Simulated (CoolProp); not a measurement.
The fluid at 356.56 K and 0.542 MPa (gas) is heated at constant pressure to 437.3 K. The same conditions are run with several fluids, on thermodynamics alone (safety and materials aside).

The numbers come from the reference Helmholtz-energy equation of state of each fluid (n-perfluorobutane: Gao 2022; nitrogen: Span 2000; R227EA: Lemmon 2016; sulfur dioxide: Gao 2016; carbon dioxide: Span 1996) in CoolProp.

```csv
fluid,heat (kJ/kg),final density (kg/m³)
n-perfluorobutane,78.4,(withheld)
nitrogen,84.7,(withheld)
R227EA,78.2,26.3
sulfur dioxide,(withheld),(withheld)
carbon dioxide,(withheld),6.61
```

Q: What belongs in the gaps?

A: 
- n-perfluorobutane, final density (kg/m³): 37.3
- nitrogen, final density (kg/m³): 4.17
- sulfur dioxide, heat (kJ/kg): 58.0
- sulfur dioxide, final density (kg/m³): 9.77
- carbon dioxide, heat (kJ/kg): 76.8
